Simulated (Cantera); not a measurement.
An isothermal plug-flow reactor at 1073 K and 1.00 bar (inlet), inlet velocity 0.24 m/s, active area per volume 160 1/m; feed CH4 : O2 : N2 = 0.025 : 0.011 : 0.79 (molar parts), equivalence ratio 4.5.

Detailed kinetics in Cantera: Deutschmann's 1995 Pt surface mechanism with GRI-Mech 3.0 gas chemistry. Catalytic surfaces can have several steady states; this one follows from the mechanism file's or the stated starting coverage. Mass transfer to the wall is taken as infinitely fast.

Task: What does this change do: area per volume 160 to 70 1/m?

Result: 
```json
[
 {"quantity": "x(CH4) at z = 0.0034 m", "before": "0.0197", "after": "0.0208"},
 {"quantity": "x(O2) at z = 0.0034 m", "before": "0.00257", "after": "0.00343"},
 {"quantity": "x(H2O) at z = 0.0034 m", "before": "0.0109", "after": "0.0104"},
 {"quantity": "x(CO2) at z = 0.0034 m", "before": "5.66e-6", "after": "5.61e-6"},
 {"quantity": "x(CO) at z = 0.0034 m", "before": "0.0103", "after": "0.00917"},
 {"quantity": "θ(free Pt) at the exit", "before": "0.129", "after": "0.206"},
 {"quantity": "θ(H*) at the exit", "before": "0.00199", "after": "0.00230"},
 {"quantity": "θ(CO*) at the exit", "before": "0.00355", "after": "0.00811"},
 {"quantity": "θ(C*) at the exit", "before": "0.866", "after": "0.784"}
]
```

Task: What does this change do: area per volume 160 to 99 1/m?

Result: 
```
quantity                 before    after
----------------------  -------  -------
x(CH4) at z = 0.0034 m   0.0197   0.0203
x(O2) at z = 0.0034 m   0.00257  0.00302
x(H2O) at z = 0.0034 m   0.0109   0.0106
x(CO2) at z = 0.0034 m  5.66e-6  5.64e-6
x(CO) at z = 0.0034 m    0.0103  0.00969
θ(free Pt) at the exit    0.129    0.169
θ(H*) at the exit       0.00199  0.00217
θ(CO*) at the exit      0.00355  0.00577
θ(C*) at the exit         0.866    0.823
```

Task: What does this change do: temperature 1073 to 1150 K?

Result: 
```json
[
 {"quantity": "x(CH4) at z = 0.0034 m", "before": "0.0197", "after": "0.0164"},
 {"quantity": "x(O2) at z = 0.0034 m", "before": "0.00257", "after": "0.00155"},
 {"quantity": "x(H2O) at z = 0.0034 m", "before": "0.0109", "after": "0.00975"},
 {"quantity": "x(CO2) at z = 0.0034 m", "before": "5.66e-6", "after": "1.01e-5"},
 {"quantity": "x(CO) at z = 0.0034 m", "before": "0.0103", "after": "0.0134"},
 {"quantity": "θ(free Pt) at the exit", "before": "0.129", "after": "0.133"},
 {"quantity": "θ(H*) at the exit", "before": "0.00199", "after": "0.00203"},
 {"quantity": "θ(CO*) at the exit", "before": "0.00355", "after": "0.00184"},
 {"quantity": "θ(C*) at the exit", "before": "0.866", "after": "0.863"}
]
```
